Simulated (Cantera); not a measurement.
Input: 1 mol Al, 1.5 mol HCl, at 998.15 K and 0.000490 bar.

Cantera equilibrium calculation (NASA polynomials, part measured and part estimated; ideal gas, pure solids and liquids). Candidate condensed phases: Al, AlCl3; 12 gas species. The tables' values for AlCl2 are old estimates; treat these amounts as uncertain. Kinetics and transport are ignored.

Base state: H2 0.428, AlCl 0.419, AlCl3 0.133, AlCl2 0.0200, HCl 0.000110 (mole fractions); condensed: gas only.

### Question
What changes in the equilibrium state with this change: temperature from 998.15 K to 648.15 K?

### Answer
| species | before | after |
|---|---|---|
| H2 | 0.428 | 0.609 |
| AlCl3 | 0.133 | 0.375 |
| Al2Cl6 | 8.82e-7 | 0.0156 |
| AlCl | 0.419 | 7.45e-5 |
| AlCl2 | 0.0200 | 4.11e-5 |
| HCl | 0.000110 | 2.39e-7 |
| Al(s), mol | 0 | 0.500 |

### Question
What changes in the equilibrium state with this change: temperature from 998.15 K to 675 K?

### Answer
```
species       before     after
----------  --------  --------
H2             0.428     0.604
AlCl3          0.133     0.389
Al2Cl6       8.82e-7   0.00689
AlCl           0.419  0.000213
AlCl2         0.0200   9.29e-5
HCl         0.000110   5.11e-7
Al(s), mol         0     0.500
```

### Question
What changes in the equilibrium state with this change: temperature from 998.15 K to 873.15 K?

### Answer
| species | before | after |
|---|---|---|
| H2 | 0.428 | 0.575 |
| AlCl3 | 0.133 | 0.359 |
| AlCl | 0.419 | 0.0590 |
| AlCl2 | 0.0200 | 0.00658 |
| Al2Cl6 | 8.82e-7 | 4.79e-5 |
| HCl | 0.000110 | 2.96e-5 |
| Al(s), mol | 0 | 0.446 |
